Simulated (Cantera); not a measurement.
Feed: 1 mol SF6, 0.24 mol H2, equilibrated at 2898.15 K and 10.0 Torr.

Method: chemical equilibrium by Gibbs-energy minimisation in Cantera with the NASA 1993 tables (ideal gas, pure condensed phases). Candidate condensed phases: S; 24 gas species. Kinetics and transport are ignored.

Task: What is the equilibrium state?

Result: 
| Item | Result |
|---|---|
| x(F) | 0.793 |
| x(S) | 0.128 |
| x(HF) | 0.0688 |
| x(S2) | 0.00634 |
| x(SF) | 0.00331 |
| x(H) | 0.000434 |
| x(SF2) | 3.63e-5 |
| x(SH) | 9.81e-6 |
| x(F2) | 1.65e-6 |
| gas amount | 6.936 mol |
| log10 activity of S(l) (absent) | -3.90 |
